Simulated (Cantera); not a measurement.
A perfectly stirred reactor is fed with NH₃ : N₂ = 1 : 0.25 (molar parts), at 0.0110 bar; it is held at 2223 K, and followed from long to short residence time.

Detailed kinetics in Cantera: the gas-phase N/H chemistry of the illustrative SiF4/NH3 mechanism in the Surface Chemkin manual (1991). Walls and surfaces, which speed up NH3 decomposition in real reactors, are not modelled.

```json
[
 {"quantity": "x(NH₃) at τ = 19.0 s", "before": "0.00462", "after": "0.000549"},
 {"quantity": "x(NH) at τ = 19.0 s", "before": "2.00e-5", "after": "1.51e-6"},
 {"quantity": "x(H) at τ = 19.0 s", "before": "0.00503", "after": "0.00400"},
 {"quantity": "x(NH₂) at τ = 19.0 s", "before": "0.000110", "after": "1.03e-5"},
 {"quantity": "x(N) at τ = 19.0 s", "before": "8.51e-6", "after": "5.08e-7"},
 {"quantity": "x(NH₃) at τ = 0.350 s", "before": "0.250", "after": "0.00570"},
 {"quantity": "x(NH) at τ = 0.350 s", "before": "6.62e-5", "after": "1.02e-5"},
 {"quantity": "x(H) at τ = 0.350 s", "before": "0.000924", "after": "0.00323"},
 {"quantity": "x(NH₂) at τ = 0.350 s", "before": "0.00157", "after": "8.70e-5"},
 {"quantity": "x(N) at τ = 0.350 s", "before": "6.57e-6", "after": "2.79e-6"}
]
```

Name the change that produced these shifts.
(A) temperature 2223 to 2325 K
(B) pressure from 0.0110 bar to 0.430 bar
(C) pressure from 0.0110 bar to 1.70 bar
(D) temperature 2223 to 2298 K

C, pressure from 0.0110 bar to 1.70 bar
